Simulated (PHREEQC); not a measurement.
Model water analysis in mg/L, 25 °C, pH 5.61, pe 12.2:

```csv
constituent,mg/L
Na,0.119
K,0.0424
Ca,2.84
Mg,0.455
Cl,2.6
S(6) as SO4,0.216
Alkalinity as HCO3,6.31
Li,0.00819
Si as SiO2,0.062
```

Valence states are taken as typed.

Computed with PHREEQC (ion-association model, phreeqc.dat).

| quantity | before | after |
|---|---|---|
| (CO2)2 (mol/kgw) | 6.02e-9 | 8.90e-8 |
| HSO4- (mol/kgw) | 4.99e-10 | 1.83e-9 |
| SI of Quartz (SiO2) | -2.01 | -1.40 |

Q: What was changed between the two runs?
A. pH from 5.61 to 5.5 at the same alkalinity
B. all concentrations times 4 at the same typed pH
C. Na from 0.119 to 0.0595 mg/L
D. S(6) from 0.216 to 0.648 mg/L

A: B, all concentrations times 4 at the same typed pH

Precipitation was switched off in this run.
